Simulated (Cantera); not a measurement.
Input: 1 mol Fe3O4, 1.2 mol CH4, 1.7 mol N2, equilibrated at 1625 K and 100000 Pa.

Equilibrium computed with Cantera from the NASA thermochemical tables; the gas is ideal and each condensed phase is pure. Candidate condensed phases: C, C6H6, C7H8, C8H18, Fe, Fe(CO)5, FeO, Fe(OH)2, Fe(OH)3, Fe2O3, Fe3O4, H2O; 140 gas species. Mutual solubility and eutectic melting of coexisting phases are not modelled. The tables' stoichiometric FeO is somewhat more stable than real wüstite, so its field is too wide. FeO: taken at fixed stoichiometry. Equilibrium is a limit: real reactors are often held back by kinetics, nucleation or transport.

Base state: N2 0.321, H2 0.309, CO 0.197, H2O 0.144, CO2 0.0296, H 3.92e-5 (mole fractions); condensed: Fe(γ) + FeO(s).

What changes in the equilibrium state with this change: temperature from 1625 K to 1948.15 K?


```
species       before     after
-----------  -------  --------
N2             0.321     0.321
H2             0.309     0.309
CO             0.197     0.205
CO2           0.0296    0.0217
H            3.92e-5  0.000628
H2O            0.144     0.144
Fe           1.73e-6  0.000200
OH           7.71e-7   2.65e-5
Fe(OH)2      6.74e-6   4.47e-5
Fe(γ), mol      1.12         0
FeO(s), mol     1.88         0
Fe(l), mol         0      1.08
FeO(l), mol        0      1.92
```
Each liquid is taken as pure.
